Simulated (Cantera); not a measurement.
Charge: 1 mol Si, 0.017 mol N2O, 480 mol N2, equilibrated at 1477 °C and 0.000300 bar.

Cantera equilibrium calculation (NASA polynomials, part measured and part estimated; ideal gas, pure solids and liquids). Candidate condensed phases: Si, SiO2, Si2N2O, Si3N4; 16 gas species. The tables' values for SiN are old estimates; treat these amounts as uncertain. Rates play no part.

Base state: N2 0.998, Si 0.00199, SiO 3.53e-5, SiN 1.78e-5, Si2N 1.20e-5 (mole fractions); condensed: gas only.

What changes in the equilibrium state with this change: pressure from 0.000300 bar to 1 atm?


```
species          before    after
--------------  -------  -------
N2                0.998    1.000
SiO             3.53e-5  2.23e-5
Si              0.00199  3.58e-8
SiN             1.78e-5  1.86e-8
Si2N            1.20e-5    <1e-9
Si2N2O(s), mol        0  0.00629
Si3N4(s), mol         0    0.326
```
Mutual solubility and eutectic melting of coexisting phases are not modelled.

What changes in the equilibrium state with this change: Si replaced by SiC?


| species | before | after |
|---|---|---|
| N2 | 0.998 | 1.000 |
| Si | 0.00199 | 9.52e-5 |
| CO | 0 | 3.52e-5 |
| Si2N | 1.20e-5 | 2.75e-8 |
| SiO | 3.53e-5 | 1.69e-7 |
| SiN | 1.78e-5 | 8.50e-7 |
| C(graphite), mol | 0 | 0.0287 |
| SiC(s), mol | 0 | 0.953 |
Further candidate phases: C, SiC.
